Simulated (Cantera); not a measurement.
Feed: 1 mol SiH₄, 0.16 mol C₂H₂, 2.1 mol H₂, at 10.0 Torr.

Method: chemical equilibrium by Gibbs-energy minimisation in Cantera with the NASA 1993 tables (ideal gas, pure condensed phases). Candidate condensed phases: C, C₆H₆, C₇H₈, C₈H₁₈, Si, SiC; 87 gas species. Mutual solubility and eutectic melting of coexisting phases are not modelled. Gases not in the tables: Si₂H₆ and higher silanes. Kinetics and transport are ignored. All values below are at 1823 K.

Base state: H₂ 0.996, H 0.00374, Si 0.000332, SiH 4.08e-5, SiH₂ 3.50e-5 (mole fractions); condensed: Si(l) + SiC(s).

**Question.** What changes in the equilibrium state with this change: pressure from 10.0 Torr to 1.00 Torr?

**Answer.** 
```tsv
species	before	after
H₂	0.996	0.985
H	0.00374	0.0118
Si	0.000332	0.00332
Si₂	2.15e-6	2.15e-5
Si₂C	3.97e-6	3.97e-5
Si(l), mol	0.678	0.665
SiC(s), mol	0.320	0.320
```
